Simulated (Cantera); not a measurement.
Charge: 1 mol Si, 0.066 mol HCl, 0.93 mol O₂, at 552 °C and 7200 Torr.

Method: chemical equilibrium by Gibbs-energy minimisation in Cantera with the NASA 1993 tables (ideal gas, pure condensed phases). Candidate condensed phases: H₂O, Si, SiO₂; 30 gas species. The tables' values for SiCl₃ are old estimates; treat these amounts as uncertain. Kinetics and transport are ignored.

### Question
What is the equilibrium state?

### Answer
```json
{
 "x(H₂)": "0.607",
 "x(SiCl₄)": "0.225",
 "x(SiHCl₃)": "0.157",
 "x(SiH₂Cl₂)": "0.00924",
 "x(HCl)": "0.00108",
 "x(SiH₃Cl)": "0.000127",
 "x(SiCl₃)": "7.35e-5",
 "x(SiCl₂)": "2.11e-6",
 "n(Si(s))": "0.0514 mol",
 "n(SiO₂(α-quartz))": "0.930 mol",
 "gas_amount": "0.04743 mol"
}
```
